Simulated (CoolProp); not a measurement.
Vapour-liquid equilibrium of ethanol (1) + p-xylene (2) at 465.9 K; x and y are mole fractions of (1).

Values from CoolProp's multi-fluid Helmholtz-energy mixture model, Schroeder 2014 and Zhou 2012; pair parameters Bell 2016.

```json
[
 {"x": "0.05", "bubble pressure, mixture model (kPa)": "656.1", "bubble pressure, Raoult's law (kPa)": "469.1", "y, mixture model": "0.439", "y, Raoult's law": "0.275"},
 {"x": "0.15", "bubble pressure, mixture model (kPa)": "1074", "bubble pressure, Raoult's law (kPa)": "691.5", "y, mixture model": "0.653", "y, Raoult's law": "0.560"},
 {"x": "0.25", "bubble pressure, mixture model (kPa)": "1335", "bubble pressure, Raoult's law (kPa)": "914.0", "y, mixture model": "0.722", "y, Raoult's law": "0.706"},
 {"x": "0.35", "bubble pressure, mixture model (kPa)": "[?]", "bubble pressure, Raoult's law (kPa)": "1136", "y, mixture model": "0.761", "y, Raoult's law": "0.795"},
 {"x": "0.45", "bubble pressure, mixture model (kPa)": "1661", "bubble pressure, Raoult's law (kPa)": "1359", "y, mixture model": "0.790", "y, Raoult's law": "0.855"},
 {"x": "0.55", "bubble pressure, mixture model (kPa)": "[?]", "bubble pressure, Raoult's law (kPa)": "1581", "y, mixture model": "0.819", "y, Raoult's law": "0.898"},
 {"x": "0.65", "bubble pressure, mixture model (kPa)": "1951", "bubble pressure, Raoult's law (kPa)": "1804", "y, mixture model": "0.851", "y, Raoult's law": "0.931"},
 {"x": "0.75", "bubble pressure, mixture model (kPa)": "2114", "bubble pressure, Raoult's law (kPa)": "2026", "y, mixture model": "0.888", "y, Raoult's law": "0.956"},
 {"x": "0.85", "bubble pressure, mixture model (kPa)": "[?]", "bubble pressure, Raoult's law (kPa)": "2249", "y, mixture model": "[?]", "y, Raoult's law": "0.976"},
 {"x": "0.95", "bubble pressure, mixture model (kPa)": "[?]", "bubble pressure, Raoult's law (kPa)": "2471", "y, mixture model": "0.976", "y, Raoult's law": "0.993"}
]
```

Problem. Fill in the missing entries.

Solution. 
- 0.35, bubble pressure, mixture model (kPa): 1514
- 0.55, bubble pressure, mixture model (kPa): 1802
- 0.85, bubble pressure, mixture model (kPa): 2291
- 0.85, y, mixture model: 0.930
- 0.95, bubble pressure, mixture model (kPa): 2483

The largest gap from Raoult's law is +55.3 % in bubble pressure, at x = 0.15. No azeotrope shows between x = 0.05 and 0.95.

Pair parameters are fitted to limited data, so mixtures are less certain than the pure fluids. With so large a gap from Raoult's law the liquid may split in two, which this calculation doesn't test in full.
